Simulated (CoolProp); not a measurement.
A closed Brayton cycle with dry air: compressor inlet 318.15 K and 2.2 MPa, high pressure 7.42 MPa, turbine inlet 925 K, compressor efficiency 0.85, turbine efficiency 0.93, recuperator effectiveness 0.9 (on enthalpy, no pinch check). Each further row changes one setting.

Computed with CoolProp (reference Helmholtz-energy equation of state, Lemmon 2000). It is a pseudo-pure fit of the blend.

```json
[
 {"case": "as stated", "thermal efficiency (%)": "?", "net work (kJ/kg)": "103", "compressor to turbine work": "0.60", "compressor exit (K)": "473.7", "turbine exit (K)": "690.6"},
 {"case": "turbine inlet 875 K", "thermal efficiency (%)": "33.2", "net work (kJ/kg)": "89.1", "compressor to turbine work": "0.64", "compressor exit (K)": "473.7", "turbine exit (K)": "?"},
 {"case": "compressor inlet 328.15 K", "thermal efficiency (%)": "34.5", "net work (kJ/kg)": "98.4", "compressor to turbine work": "0.62", "compressor exit (K)": "488.2", "turbine exit (K)": "690.6"},
 {"case": "high pressure 6.31 MPa", "thermal efficiency (%)": "37.3", "net work (kJ/kg)": "97.6", "compressor to turbine work": "?", "compressor exit (K)": "449.9", "turbine exit (K)": "718.3"},
 {"case": "recuperator effectiveness 0.5", "thermal efficiency (%)": "?", "net work (kJ/kg)": "103", "compressor to turbine work": "0.60", "compressor exit (K)": "473.7", "turbine exit (K)": "690.6"}
]
```

Question: Complete the blanks.

Answer: 
- as stated, thermal efficiency (%): 36.1
- turbine inlet 875 K, turbine exit (K): 651.4
- high pressure 6.31 MPa, compressor to turbine work: 0.58
- recuperator effectiveness 0.5, thermal efficiency (%): 27.3
